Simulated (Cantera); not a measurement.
Input: 1 mol SiHCl₃, a varied amount of NH₃, held at 1800 °C and 95.0 mbar.

Equilibrium computed with Cantera from the NASA thermochemical tables; the gas is ideal and each condensed phase is pure. Candidate condensed phases: NH₄Cl, Si, Si₃N₄; 28 gas species. Gases not in the tables: Si₂H₆ and higher silanes. Rates play no part.

Which condensed phases are stable at each of these points (n(NH₃) (mol)): 0.31, 0.63, 0.95, 1.3, 1.6, 1.9, 2.2, 2.5, 2.9?


```csv
n(NH₃) (mol),condensed phases,Si condensed (%)
0.31,gas only,0.0
0.63,gas only,0.0
0.95,gas only,0.0
1.3,gas only,0.0
1.6,Si(l),0.9
1.9,Si(l),4.0
2.2,Si(l),6.9
2.5,Si(l),9.5
2.9,Si(l),12.6
```

From 0.31 mol NH₃ to 1.3 mol NH₃ nothing is condensed. From 1.6 mol NH₃ to 2.9 mol NH₃ the condensed part is Si(l).
